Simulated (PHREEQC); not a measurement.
A PHREEQC input (ion-association model, phreeqc.dat):

```
SOLUTION 1
  temp 25
  units mg/L
  pH 7.32
  pe 12.7
  Na 10.2
  K 138
  Ca 345
  Mg 8.13
  Cl 314
  S(6) 0.144 as SO4
  Alkalinity 818
  Li 2.48
END
USE solution 1
EQUILIBRIUM_PHASES 1
  Quartz 0 0.5
  CO2(g) -2 10
END
```

The run finishes without an error or a warning.

Its last state differs from that of the intended input:

```
quantity                    as run  intended
------------------------  --------  --------
pH                            7.92      7.84
ionic strength (mol/kgw)    0.0302    0.0292
HCO3- (mol/kgw)             0.0147    0.0121
CaHCO3+ (mol/kgw)         0.000755  0.000646
CaCO3 (mol/kgw)           0.000331  0.000235
CO3-2 (mol/kgw)            9.18e-5   6.23e-5
```

### Question
One thing in the input isn't as intended. What explains the difference?

### Answer
This is not unique; one that fits is The fault: 'as HCO3' left off the alkalinity, which is then read as CaCO3.
